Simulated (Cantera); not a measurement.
Cantera run, input and output.

```python
import numpy as np
import cantera as ct

gas = ct.Solution("gri30.yaml")


def delay(T, t_max=10):
    gas.TPX = T, 500000, {'CO': 1, 'H2': 0.5, 'O2': 1.6, 'N2': 6}
    reactor = ct.IdealGasConstPressureReactor(gas, clone=False)
    net = ct.ReactorNet([reactor])
    net.rtol, net.atol = 1e-8, 1e-16
    while net.time < t_max:
        t_old, T_old = net.time, reactor.T
        net.step()
        if reactor.T > T + 400:  # ignition: a rise of 400 K
            return t_old + (T + 400 - T_old) / (reactor.T - T_old) * (net.time - t_old)
    return np.nan


taus = []
for T in [850, 925, 1000, 1075, 1150, 1225, 1300, 1375, 1450, 1525]:
    taus.append(delay(T))
    print(f"T0 = {T:6g} K   tau = {taus[-1]:.4e} s")
```

Result:

```
T0 =    850 K   tau = 6.3151e-01 s
T0 =    925 K   tau = 5.6308e-02 s
T0 =   1000 K   tau = 6.0423e-03 s
T0 =   1075 K   tau = 5.6192e-04 s
T0 =   1150 K   tau = 5.5837e-05 s
T0 =   1225 K   tau = 2.1513e-05 s
T0 =   1300 K   tau = 1.3265e-05 s
T0 =   1375 K   tau = 9.8078e-06 s
T0 =   1450 K   tau = 8.0181e-06 s
T0 =   1525 K   tau = 6.9971e-06 s
```

Model: GRI-Mech 3.0 (53 species, 325 reactions), integrated in Cantera. The hydrogen kinetics of GRI-Mech 3.0 are dated; newer H2 mechanisms differ, most at raised pressure. Below about 950 K walls govern HO2 and H2O2 in real vessels. Where the delays flatten at high temperature, the 400 K rule measures the pace of heat release, not the induction time.
